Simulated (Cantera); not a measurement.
# toluene + O2 + N2 (carbon deposition, reforming and gasification)

Charge: 1 mol toluene, 0.0068 mol O2, 0.21 mol N2, equilibrated at 96.0 bar.

Cantera equilibrium calculation (NASA polynomials, part measured and part estimated; ideal gas, pure solids and liquids). Candidate condensed phases: C, C6H6, C7H8, C8H18, H2O; 136 gas species. The ideal-gas law is rough above about 30 bar. Kinetics and transport are ignored.

```json
[
 {"T (°C)": "702", "x H2": "0.236", "x CH4": "0.673", "x N2": "0.0825", "x H2O": "0.00502", "x CO": "0.000368", "x HCN": "4.80e-7", "n C(graphite)": "5.31"},
 {"T (°C)": "802", "x H2": "0.359", "x CH4": "0.557", "x N2": "0.0767", "x H2O": "0.00408", "x CO": "0.000937", "x HCN": "2.63e-6", "n C(graphite)": "5.49"},
 {"T (°C)": "902", "x H2": "0.487", "x CH4": "0.436", "x N2": "0.0707", "x H2O": "0.00286", "x CO": "0.00176", "x HCN": "1.04e-5", "n C(graphite)": "5.72"},
 {"T (°C)": "1002", "x H2": "0.604", "x CH4": "0.325", "x N2": "0.0652", "x H2O": "0.00172", "x CO": "0.00255", "x HCN": "3.23e-5", "n C(graphite)": "5.96"},
 {"T (°C)": "1102", "x H2": "0.700", "x CH4": "0.234", "x N2": "0.0608", "x H2O": "0.000939", "x CO": "0.00304", "x HCN": "8.32e-5", "n C(graphite)": "6.19"},
 {"T (°C)": "1202", "x H2": "0.771", "x CH4": "0.166", "x N2": "0.0574", "x H2O": "0.000498", "x CO": "0.00326", "x HCN": "0.000186", "n C(graphite)": "6.39"},
 {"T (°C)": "1302", "x H2": "0.822", "x CH4": "0.118", "x N2": "0.0550", "x H2O": "0.000270", "x CO": "0.00333", "x HCN": "0.000372", "n C(graphite)": "6.54"},
 {"T (°C)": "1402", "x H2": "0.857", "x CH4": "0.0849", "x N2": "0.0533", "x H2O": "0.000153", "x CO": "0.00334", "x HCN": "0.000681", "n C(graphite)": "6.65"},
 {"T (°C)": "1502", "x H2": "0.880", "x CH4": "0.0622", "x N2": "0.0520", "x H2O": "9.10e-5", "x CO": "0.00333", "x HCN": "0.00116", "n C(graphite)": "6.73"},
 {"T (°C)": "1602", "x H2": "0.896", "x CH4": "0.0467", "x N2": "0.0509", "x H2O": "5.69e-5", "x CO": "0.00332", "x HCN": "0.00186", "n C(graphite)": "6.78"},
 {"T (°C)": "1702", "x H2": "0.906", "x CH4": "0.0358", "x N2": "0.0498", "x H2O": "3.72e-5", "x CO": "0.00330", "x HCN": "0.00284", "n C(graphite)": "6.82"}
]
```
x: gas mole fraction; n: condensed amount in mol.

From 702 °C to 1702 °C the condensed part is C(graphite). The main C-bearing gas is CH4 throughout. The share of C in condensed phases is highest at 1702 °C (97.4 %) and lowest at 702 °C (75.8 %).
